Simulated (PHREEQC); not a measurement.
2.3 g of hydrous ferric oxide (600 m²/g; 0.2 weak and 0.005 strong sites per Fe, Dzombak-Morel constants, diffuse double layer) in 1 kg of water with 0.3 mol/kgw of an inert sodium salt and 0.0013 mol/kgw NaH2PO4 and 1.6e-05 mol/kgw Na2HAsO4, at 25 °C; the pH is set by adding NaOH or the inert anion's acid. O2 is buffered at 0.21 atm. The system is closed to CO2. Precipitation was switched off in this run.

The series has 17 steps of pH, from 4 to 10.

Model: ion-association model, wateq4f.dat, run in PHREEQC.

Near which pH is half of the P sorbed, and on which side is more sorbed?

Near pH 9.5, with more sorbed at lower pH.

At which pH does the surface charge pass through zero?

Near pH 7.4.

H3PO4, which wateq4f.dat lacks, is added to it with the constant of phreeqc.dat.
